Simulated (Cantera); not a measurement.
## Pyrogenic steam for wet oxidation

An isothermal, constant-pressure homogeneous reactor starts with 6.46 % H2, 13.8 % O2, 79.8 % N2, at 1325 K and 0.434 atm.

Computed with Cantera and the H2/O2 subset of GRI-Mech 3.0, which has no nitrogen chemistry. The temperature is held fixed by assumption; the heat of reaction is taken as removed at once.

```tsv
t (s)	x H2	x O2	x O	x H2O2	x H2O	x HO2	x OH
2.00e-6	0.0646	0.138	6.58e-10	2.14e-12	3.23e-10	4.61e-9	5.66e-10
1.12e-5	0.0646	0.138	1.75e-8	6.69e-11	3.69e-8	2.71e-8	1.25e-8
6.32e-5	0.0642	0.137	0.000101	3.12e-8	0.000344	8.16e-6	7.11e-5
0.000356	0.00148	0.107	0.00412	1.30e-6	0.0626	1.79e-5	0.00210
0.00200	4.32e-5	0.109	0.000114	2.38e-7	0.0666	2.90e-6	0.000341
0.0112	2.04e-6	0.109	6.27e-6	2.92e-8	0.0668	2.18e-7	8.07e-5
0.0632	2.24e-7	0.109	7.53e-7	4.57e-9	0.0668	3.30e-8	2.79e-5
0.356	5.04e-8	0.109	1.70e-7	1.17e-9	0.0668	1.91e-8	1.32e-5
2.00	4.12e-8	0.109	1.38e-7	9.67e-10	0.0668	1.92e-8	1.19e-5
```
x: mole fraction; the columns are a selection and need not sum to one.

Equilibrium at this temperature and pressure: H2 4.12e-8, O2 0.109, O 1.38e-7, H2O2 9.67e-10, H2O 0.0668, HO2 1.92e-8, OH 1.19e-5 (gas phase only).
